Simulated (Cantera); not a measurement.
## Adiabatic ignition

An adiabatic, constant-volume homogeneous reactor starts with CH4 : C2H6 : O2 : N2 = 1 : 0.01 : 2.27 : 8.55 (molar parts), equivalence ratio 0.90, at 1150 K and 0.290 bar.

Detailed kinetics in Cantera: GRI-Mech 3.0 (53 species, 325 reactions).

```
t (s)     T (K)  P (bar)   x CH4    x C2H6    x O2    x C2H2    x NO
--------  -----  -------  ------  --------  ------  --------  ------
2.00e-6    1150    0.290  0.0845  0.000845   0.192    <1e-12  <1e-12
5.79e-6    1150    0.290  0.0845  0.000845   0.192    <1e-12  <1e-12
1.68e-5    1150    0.290  0.0845  0.000845   0.192    <1e-12  <1e-12
4.86e-5    1150    0.290  0.0845  0.000845   0.192    <1e-12  <1e-12
0.000141   1150    0.290  0.0845  0.000845   0.192    <1e-12  <1e-12
0.000408   1150    0.290  0.0845  0.000845   0.192    <1e-12  <1e-12
0.00118    1150    0.290  0.0845  0.000845   0.192    <1e-12  <1e-12
0.00343    1150    0.290  0.0845  0.000845   0.192    <1e-12  <1e-12
0.00993    1150    0.290  0.0845  0.000844   0.192  1.77e-11  <1e-12
0.0288     1150    0.290  0.0844  0.000847   0.192  8.77e-10  <1e-12
0.0834     1154    0.291  0.0840  0.000888   0.191   2.40e-8  <1e-12
0.242      2677    0.700  <1e-12    <1e-12  0.0296    <1e-12  0.0108
0.700      2677    0.700  <1e-12    <1e-12  0.0296    <1e-12  0.0108
```
x: mole fraction; the columns are a selection and need not sum to one.

The time of steepest temperature rise is 0.174 s, the temperature at 0.700 s comes out as 2677 K and the equilibrium temperature is 2677 K. The x(CH4) at 0.700 s comes out as <1e-12 (gas-phase equilibrium <1e-12), the x(C2H6) at 0.700 s is <1e-12 (gas-phase equilibrium <1e-12) and the x(O2) at 0.700 s is 0.0296 (gas-phase equilibrium 0.0296).
